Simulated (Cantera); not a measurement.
Input (Python, Cantera) and output of one run.

```python
import numpy as np
import cantera as ct

gas_names = """
    Ca CaF CaF2 CaO CaOH CaO2H2 Ca2 F FO FO2 F2 F2O H HF HOF HO2 H2 H2F2 H2O H2O2 H3F3 H4F4 H5F5 H6F6
    H7F7 O OH O2 O3
""".split()
cond_names = """
    Ca(a) Ca(b) Ca(L) CaF2(a) CaF2(b) CaF2(L) CaO(s) CaO(L) CaO2H2(s) H2O(s) H2O(L)
""".split()


def load(file, names, dense=False):
    # The tables refer to 1 bar. Condensed volumes are neglected.
    table = {s.name: s for s in ct.Species.list_from_file(file)}
    out = []
    for n in names:
        d = dict(table[n].input_data)
        d["thermo"] = dict(d["thermo"], **{"reference-pressure": 1e5})
        if dense:
            d["equation-of-state"] = {"model": "constant-volume", "density": "1e6 g/cm^3"}
        out.append(ct.Species.from_dict(d))
    return out


gas = ct.Solution(thermo="ideal-gas", species=load("nasa_gas.yaml", gas_names))
cond = {s.name: ct.Solution(thermo="fixed-stoichiometry", species=[s], name=s.name)
        for s in load("nasa_condensed.yaml", cond_names, dense=True)}
atoms = {
    'CaF2': {'Ca': 1, 'F': 2},
    'H2': {'H': 2},
    'H2O': {'H': 2, 'O': 1},
}
top_T = {}  # K; cautious upper limits of use, not melting points


def equilibrate(T, P, feed):
    n = {}
    for name, mol in feed.items():
        for a, k in atoms[name].items():
            n[a] = n.get(a, 0.0) + k * mol
    gas.TPX = T, P, n
    mass = sum(n.values()) * gas.mean_molecular_weight
    gas.equilibrate("TP")
    valid = [c for c in cond.values() if c.min_temp <= T <= top_T.get(c.name, c.max_temp)]
    mix = ct.Mixture([(gas, mass / gas.mean_molecular_weight)] + [(c, 0.0) for c in valid])
    mix.T, mix.P = T, P
    mix.equilibrate("TP", solver="vcs", rtol=1e-11, max_steps=5000)
    return mix


results = []
feed = {'CaF2': 1, 'H2': 36, 'H2O': 0.68}  # mol
T = 2075  # K
P = 10000  # Pa
mix = equilibrate(T, P, feed)
results.append((T, P, feed, dict(zip(mix.species_names, mix.species_moles))))
print(gas.report(threshold=1e-05))
for i in range(1, mix.n_phases):
    print(f"{mix.phase(i).name:16s} {mix.phase_moles(i):12.5e} mol")
```

Result:

```
       temperature   2075 K
          pressure   10000 Pa
           density   0.0021477 kg/m^3
  mean mol. weight   3.7053 kg/kmol
   phase of matter   gas

                          1 kg             1 kmol
                     ---------------   ---------------
          enthalpy        1.0442e+07        3.8692e+07  J
   internal energy        5.7862e+06         2.144e+07  J
           entropy             58139        2.1543e+05  J/K
    Gibbs function        -1.102e+08       -4.0832e+08  J
 heat capacity c_p            9384.5             34773  J/K
 heat capacity c_v            7140.6             26458  J/K

                      mass frac. Y      mole frac. X     chem. pot. / RT
                     ---------------   ---------------   ---------------
                Ca         0.0049833        0.00046072           -21.018
               CaF          0.031086         0.0019498            -56.64
              CaF2           0.28146          0.013358           -92.262
              CaOH        0.00047239        3.0663e-05            -58.91
                 H          0.002227         0.0081864           -10.979
                HF           0.13022          0.024119           -46.601
                H2           0.51392           0.94457           -21.958
               H2O          0.035561         0.0073143           -48.871
     [  +21 minor]         6.075e-05        8.7428e-06

Ca(L)             0.00000e+00 mol
CaF2(L)           0.00000e+00 mol
CaO(s)            4.01323e-01 mol
```

Cantera equilibrium calculation (NASA polynomials, part measured and part estimated; ideal gas, pure solids and liquids).
